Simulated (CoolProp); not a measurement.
R1234ze(Z) along the isobar 4610 kPa: density (kg/m³) from the reference equation and from simpler models built on Tc = 423.3 K, pc = 3531 kPa, ω = 0.327; each cubic takes its own stable root.

The numbers come from the reference Helmholtz-energy equation of state, Akasaka 2019 in CoolProp.

```tsv
T (K)	phase	reference
334.5	liquid	1142
342.1	liquid	1120
349.7	liquid	1097
357.4	liquid	1072
365	liquid	1047
372.6	liquid	1020
380.3	liquid	990.6
387.9	liquid	959.6
395.5	liquid	925.6
403.1	liquid	887.6
410.8	liquid	843.3
418.4	liquid	790.6
```

Problem. How far does each simpler model (van der Waals, Redlich-Kwong, Soave-Redlich-Kwong, Peng-Robinson) lie from the reference over these 12 states: mean and median of the absolute difference, and the worst?

Solution. 
- van der Waals: mean 42.7 %, median 43.1 %, worst -44.5 % at 334.5 K and 4610 kPa
- Redlich-Kwong: mean 24.0 %, median 23.9 %, worst -25.5 % at 418.4 K and 4610 kPa
- Soave-Redlich-Kwong: mean 20.8 %, median 20.3 %, worst -24.5 % at 418.4 K and 4610 kPa
- Peng-Robinson: mean 10.8 %, median 10.1 %, worst -16.0 % at 418.4 K and 4610 kPa
